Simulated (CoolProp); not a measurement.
Nitrous oxide along the isobar 10300 kPa: fugacity coefficient from the reference equation and from simpler models built on Tc = 309.5 K, pc = 7245 kPa, ω = 0.161; each cubic takes its own stable root.

Model: reference Helmholtz-energy equation of state, Lemmon 2006, in CoolProp. It is a short technical equation, of lower accuracy than the large ones.

| T (K) | phase | reference |
|---|---|---|
| 279 | liquid | 0.3081 |
| 296.8 | liquid | 0.4179 |
| 314.6 | supercritical | 0.5327 |
| 332.4 | supercritical | 0.6308 |
| 350.2 | supercritical | 0.6951 |
| 368 | supercritical | 0.7433 |
| 385.8 | supercritical | 0.7820 |
| 403.6 | supercritical | 0.8140 |
| 421.5 | supercritical | 0.8410 |

Problem. How far does each simpler model (van der Waals, Soave-Redlich-Kwong, Peng-Robinson) lie from the reference over these 9 states: mean and median of the absolute difference, and the worst?

Solution. 
- van der Waals: mean 7.5 %, median 2.6 %, worst +33.3 % at 279 K and 10300 kPa
- Soave-Redlich-Kwong: mean 2.0 %, median 1.5 %, worst +3.5 % at 279 K and 10300 kPa
- Peng-Robinson: mean 2.1 %, median 2.1 %, worst -2.8 % at 332.4 K and 10300 kPa
